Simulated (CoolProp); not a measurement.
Vapour-liquid equilibrium of R125 (1) + R227EA (2) at 198.7 K; x and y are mole fractions of (1).

The numbers come from the multi-fluid Helmholtz-energy mixture model, Lemmon 2005 and Lemmon 2016; pair parameters Bell 2016 in CoolProp.

```tsv
x	bubble pressure (bar)	y at the bubble point	dew pressure at overall composition x (bar)	liquid density (mol/L)
0.05	0.04252	?	0.03424	10.30
0.2	0.07210	0.635	0.03956	?
0.35	0.1017	0.789	0.04685	11.13
0.5	0.1308	0.873	?	?
0.65	?	0.926	0.07420	?
0.8	0.1879	0.963	?	12.61
0.95	0.2163	0.992	0.1767	?
```

Some entries are withheld; supply them.


- 0.05, y at the bubble point: 0.267
- 0.2, liquid density (mol/L): 10.70
- 0.5, dew pressure at overall composition x (bar): 0.05743
- 0.5, liquid density (mol/L): 11.59
- 0.65, bubble pressure (bar): 0.1595
- 0.65, liquid density (mol/L): 12.08
- 0.8, dew pressure at overall composition x (bar): 0.1048
- 0.95, liquid density (mol/L): 13.17

No azeotrope shows between x = 0.05 and 0.95.

The pair parameters rest on a limited set of measurements; away from them the model extrapolates.
